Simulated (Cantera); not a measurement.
A perfectly stirred reactor is fed with CH4 : O2 : N2 : CO2 = 1 : 2.74 : 10.3 : 0.65 (molar parts), at 750 Torr; it is adiabatic with a 675 K inlet, and is followed from long to short residence time, starting on the burning branch (τ in s: 0.022, 0.013, 0.0078, 0.0047, 0.0028, 0.0017, 0.001, 0.00061, 0.00037, 0.00022, 0.00013, 8e-05).

Computed with Cantera and GRI-Mech 3.0 (53 species, 325 reactions).

x: mole fraction; the columns are a selection and need not sum to one.

| τ (s) | T (K) | x CH4 | x O2 | x CO2 | x HCN | x C2H | x NO |
|---|---|---|---|---|---|---|---|
| 0.022 | 2051 | 1.32e-5 | 0.0510 | 0.109 | 4.84e-8 | 4.98e-12 | 0.000152 |
| 0.013 | 2039 | 1.91e-5 | 0.0513 | 0.108 | 5.27e-8 | 8.52e-12 | 0.000117 |
| 0.0078 | 2024 | 2.71e-5 | 0.0518 | 0.106 | 5.86e-8 | 1.36e-11 | 9.03e-5 |
| 0.0047 | 2006 | 3.83e-5 | 0.0525 | 0.105 | 6.71e-8 | 2.10e-11 | 7.01e-5 |
| 0.0028 | 1982 | 5.51e-5 | 0.0533 | 0.103 | 7.94e-8 | 3.20e-11 | 5.42e-5 |
| 0.0017 | 1955 | 7.92e-5 | 0.0543 | 0.100 | 9.57e-8 | 4.78e-11 | 4.25e-5 |
| 0.0010 | 1922 | 0.000119 | 0.0556 | 0.0976 | 1.19e-7 | 7.44e-11 | 3.32e-5 |
| 0.00061 | 1887 | 0.000177 | 0.0571 | 0.0947 | 1.49e-7 | 1.16e-10 | 2.64e-5 |
| 0.00037 | 1848 | [?] | 0.0589 | 0.0913 | [?] | 1.90e-10 | [?] |
| 0.00022 | 1803 | 0.000455 | 0.0614 | 0.0871 | 2.49e-7 | 3.44e-10 | 1.56e-5 |
| 0.00013 | 1751 | [?] | 0.0651 | 0.0817 | [?] | 7.20e-10 | [?] |
| 8.0e-5 | 1688 | 0.00173 | 0.0714 | 0.0741 | 5.17e-7 | 1.85e-9 | 6.31e-6 |

Problem. What belongs in the gaps?

Solution. 
- 0.00037, x CH4: 0.000275
- 0.00037, x HCN: 1.89e-7
- 0.00037, x NO: 2.08e-5
- 0.00013, x CH4: 0.000825
- 0.00013, x HCN: 3.46e-7
- 0.00013, x NO: 1.08e-5
